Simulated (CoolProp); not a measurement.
Vapour-liquid equilibrium of propylene (1) + R114 (2) at 64.05 °C; x and y are mole fractions of (1).

Values from CoolProp's multi-fluid Helmholtz-energy mixture model, Lemmon 2013 and Platzer 1990; pair parameters Bell 2016. This equation is an older, rougher fit; its heat capacities, sound speeds and derivatives of the liquid may be far off and weren't checked against measurements.

### Question
Give the bubble pressure and the first vapour's composition at x = 0.05, 0.25, 0.95. Is there an azeotrope?

### Answer
x = 0.05: 755.7 kPa, y = 0.168; x = 0.25: 1215 kPa, y = 0.535; x = 0.95: 2637 kPa, y = 0.971. No azeotrope shows between x = 0.05 and 0.95.

Pair parameters are fitted to limited data, so mixtures are less certain than the pure fluids.
